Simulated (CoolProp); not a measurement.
Vapour-liquid equilibrium of R1234yf (1) + R152A (2) at 277 K; x and y are mole fractions of (1).

Model: multi-fluid Helmholtz-energy mixture model, Lemmon 2022 and Outcalt 1996; pair parameters Bell 2023, in CoolProp.

| x | bubble pressure, mixture model (MPa) | bubble pressure, Raoult's law (MPa) | y, mixture model | y, Raoult's law |
|---|---|---|---|---|
| 0.05 | 0.3117 | 0.3053 | 0.074 | 0.059 |
| 0.15 | 0.3265 | 0.3110 | 0.200 | 0.173 |
| 0.25 | 0.3377 | 0.3167 | 0.305 | 0.284 |
| 0.35 | 0.3461 | 0.3223 | 0.399 | 0.390 |
| 0.45 | 0.3523 | 0.3280 | 0.488 | 0.493 |
| 0.55 | 0.3567 | 0.3337 | 0.575 | 0.592 |
| 0.65 | 0.3595 | 0.3394 | 0.663 | 0.688 |
| 0.75 | 0.3609 | 0.3450 | 0.754 | 0.781 |
| 0.85 | 0.3611 | 0.3507 | 0.849 | 0.871 |
| 0.95 | 0.3601 | 0.3564 | 0.948 | 0.958 |

The largest gap from Raoult's law is +7.4 % in bubble pressure, at x = 0.45. y crosses x between x = 0.75 and 0.85: the model has an azeotrope there.

Pair parameters are fitted to limited data, so mixtures are less certain than the pure fluids.
